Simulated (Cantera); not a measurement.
What does this Cantera script print?

```python
import numpy as np
import cantera as ct

gas = ct.Solution("h2o2.yaml")
gas.TPX = 1050, 130, {'H2': 0.021, 'O2': 1}
reactor = ct.IdealGasConstPressureReactor(gas, energy="off", clone=False)
net = ct.ReactorNet([reactor])
net.rtol, net.atol = 1e-08, 1e-18
show = ['H2', 'O2', 'O', 'H2O2', 'HO2', 'OH']
times = np.geomspace(0.0009, 1, 14)

steps = ct.SolutionArray(gas, extra=["t"])
rows = []
print(f"{'t/s':>10s}{'T/K':>9s}{'P/Pa':>11s}" + "".join(f"{s:>11s}" for s in show))
for t in times:
    while net.time < t:
        t_next = net.step()
        steps.append(gas.state, t=t_next)
    rows.append([np.interp(t, steps.t, y) for y in (steps.T, steps.P, *steps(*show).X.T)])
    print(f"{t:10.3e}{rows[-1][0]:9.1f}{rows[-1][1]:11.4g}" + "".join(f"{x:11.3e}" for x in rows[-1][2:]))
rate = np.gradient(steps.T, steps.t)
print("integrator steps:", len(steps.t))
if steps.T.max() > steps.T[0] + 200:
    print(f"time of steepest temperature rise: {steps.t[rate.argmax()]:.4e} s")
gas.TPX = 1050, 130, {'H2': 0.021, 'O2': 1}
gas.equilibrate("TP")
print(f"equilibrium (TP): T = {gas.T:.1f} K  " + "  ".join(f"{s} {gas[s].X[0]:.3e}" for s in show))
```

It prints:

```
       t/s      T/K       P/Pa         H2         O2          O       H2O2        HO2         OH
 9.000e-04   1050.0        130  2.057e-02  9.794e-01  2.215e-11  1.047e-15  6.308e-11  2.026e-11
 1.544e-03   1050.0        130  2.057e-02  9.794e-01  5.645e-11  3.079e-15  1.082e-10  4.858e-11
 2.647e-03   1050.0        130  2.057e-02  9.794e-01  1.404e-10  9.056e-15  1.856e-10  1.103e-10
 4.541e-03   1050.0        130  2.057e-02  9.794e-01  3.588e-10  2.664e-14  3.185e-10  2.504e-10
 7.788e-03   1050.0        130  2.057e-02  9.794e-01  1.036e-09  7.836e-14  5.466e-10  6.438e-10
 1.336e-02   1050.0        130  2.057e-02  9.794e-01  4.035e-09  2.305e-13  9.399e-10  2.322e-09
 2.291e-02   1050.0        130  2.057e-02  9.794e-01  3.042e-08  6.810e-13  1.638e-09  1.700e-08
 3.929e-02   1050.0        130  2.057e-02  9.794e-01  8.533e-07  2.155e-12  3.706e-09  4.748e-07
 6.738e-02   1050.0        130  2.015e-02  9.791e-01  2.424e-04  1.345e-10  1.810e-07  1.325e-04
 1.156e-01   1050.0        130  1.579e-03  9.645e-01  1.206e-02  1.355e-08  4.116e-07  1.780e-03
 1.982e-01   1050.0        130  1.936e-04  9.624e-01  1.531e-02  3.849e-09  3.151e-07  9.563e-04
 3.400e-01   1050.0        130  1.640e-04  9.628e-01  1.501e-02  3.453e-09  3.030e-07  8.909e-04
 5.831e-01   1050.0        130  1.556e-04  9.637e-01  1.418e-02  3.481e-09  2.984e-07  8.682e-04
 1.000e+00   1050.0        130  1.427e-04  9.651e-01  1.291e-02  3.530e-09  2.906e-07  8.319e-04
integrator steps: 806
equilibrium (TP): T = 1050.0 K  H2 2.121e-10  O2 9.792e-01  O 1.847e-08  H2O2 3.843e-12  HO2 5.478e-10  OH 1.032e-06
```

Computed with Cantera and the H2/O2 subset of GRI-Mech 3.0, which has no nitrogen chemistry. Radical loss at walls, strong at low pressure, is not modelled.
